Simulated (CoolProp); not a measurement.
Values from CoolProp's reference Helmholtz-energy equation of state, de Reuck 1990.

### Question
Give the vapour pressure (kPa), liquid density (kg/m³), vapour density (kg/m³), enthalpy of vaporisation (kJ/kg) of saturated fluorine at 109.1 K.

### Answer
```tsv
T (K)	p (kPa)	liquid density (kg/m³)	vapour density (kg/m³)	enthalpy of vaporisation (kJ/kg)
109.1	837	1310	40.9	146
```
